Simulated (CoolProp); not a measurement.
Aqueous potassium formate as a coolant, 41 % by mass, freezing at -36.7 °C, 1 atm.

Values from CoolProp's Melinder's fits for secondary coolants.

```json
[
 {"T (°C)": "-15.1", "cp (kJ/(kg K))": "2.792", "conductivity (W/(m K))": "0.473", "viscosity (mPa s)": "5.41", "Prandtl number": "31.9"},
 {"T (°C)": "-10.4", "cp (kJ/(kg K))": "2.800", "conductivity (W/(m K))": "0.479", "viscosity (mPa s)": "4.55", "Prandtl number": "26.6"},
 {"T (°C)": "-5.7", "cp (kJ/(kg K))": "2.809", "conductivity (W/(m K))": "0.484", "viscosity (mPa s)": "3.89", "Prandtl number": "22.6"},
 {"T (°C)": "-1", "cp (kJ/(kg K))": "2.817", "conductivity (W/(m K))": "0.490", "viscosity (mPa s)": "3.38", "Prandtl number": "19.4"},
 {"T (°C)": "3.7", "cp (kJ/(kg K))": "2.825", "conductivity (W/(m K))": "0.495", "viscosity (mPa s)": "2.97", "Prandtl number": "16.9"},
 {"T (°C)": "8.4", "cp (kJ/(kg K))": "2.833", "conductivity (W/(m K))": "0.501", "viscosity (mPa s)": "2.64", "Prandtl number": "14.9"},
 {"T (°C)": "13.1", "cp (kJ/(kg K))": "___", "conductivity (W/(m K))": "___", "viscosity (mPa s)": "2.37", "Prandtl number": "13.3"},
 {"T (°C)": "17.8", "cp (kJ/(kg K))": "2.850", "conductivity (W/(m K))": "0.512", "viscosity (mPa s)": "___", "Prandtl number": "11.9"},
 {"T (°C)": "22.6", "cp (kJ/(kg K))": "___", "conductivity (W/(m K))": "___", "viscosity (mPa s)": "1.95", "Prandtl number": "10.8"},
 {"T (°C)": "27.3", "cp (kJ/(kg K))": "2.868", "conductivity (W/(m K))": "0.523", "viscosity (mPa s)": "1.79", "Prandtl number": "___"},
 {"T (°C)": "32", "cp (kJ/(kg K))": "___", "conductivity (W/(m K))": "0.528", "viscosity (mPa s)": "1.65", "Prandtl number": "8.97"}
]
```

What belongs in the gaps?


- 13.1, cp (kJ/(kg K)): 2.842
- 13.1, conductivity (W/(m K)): 0.506
- 17.8, viscosity (mPa s): 2.15
- 22.6, cp (kJ/(kg K)): 2.859
- 22.6, conductivity (W/(m K)): 0.517
- 27.3, Prandtl number: 9.82
- 32, cp (kJ/(kg K)): 2.877
